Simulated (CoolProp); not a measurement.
A single-stage vapour-compression cycle with the fluid: evaporating at 304.15 K (dew point), condensing at 326.15 K (bubble point), superheat 5 K, subcooling 5 K, compressor efficiency 0.8, no pressure losses. The same conditions are run with several fluids, on thermodynamics alone (safety and materials aside).

Model: reference Helmholtz-energy equation of state of each fluid (neopentane: Lemmon 2006; hydrogen sulfide: Lemmon 2006; R245ca: Zhou 2016; tetrahydrofuran: Fiedler 2023; R1336mzz(Z): McLinden 2020; R114: Platzer 1990), in CoolProp. The equations of Platzer and Polt are older, rougher fits.

| fluid | cooling COP | pressure ratio | discharge temperature (K) | refrigerating effect (kJ/kg) | volumetric capacity (kJ/m³) |
|---|---|---|---|---|---|
| neopentane | 10.3 | 1.86 | 326.9 | 267 | 1660 |
| hydrogen sulfide | 9.46 | 1.62 | 356.3 | 370 | 14100 |
| R245ca | 10.5 | 2.11 | 330.2 | 182 | 1240 |
| tetrahydrofuran | 10.7 | 2.34 | 343.1 | 417 | 330 |
| R1336mzz(Z) | 10.5 | 2.13 | 328.0 | 149 | 921 |
| R114 | 10.3 | 1.87 | 328.2 | 112 | 2080 |
